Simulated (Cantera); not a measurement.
**Si(CH3)4 + H2 (silicon carbide growth)**

Charge: 1 mol Si(CH3)4, 500 mol H2, equilibrated at 1700 °C and 74000 Pa.

Equilibrium computed with Cantera from the NASA thermochemical tables; the gas is ideal and each condensed phase is pure. Candidate condensed phases: C, C6H6, C7H8, C8H18, Si, SiC; 87 gas species. Equilibrium is a limit: real reactors are often held back by kinetics, nucleation or transport.

| Quantity | Value |
|---|---|
| x(H2) | 0.997 |
| x(H) | 0.00157 |
| x(C2H2 (acetylene)) | 0.000639 |
| x(CH4) | 0.000336 |
| x(CH3) | 1.05e-5 |
| x(SiH2) | 4.49e-6 |
| x(C2H4) | 3.70e-6 |
| x(Si) | 2.11e-6 |
| x(SiH) | 1.31e-6 |
| n(C(graphite)) | 2.18 mol |
| n(SiC(s)) | 0.996 mol |
| gas amount | 506.2 mol |
| log10 activity of Si(l) (absent) | -1.30 |
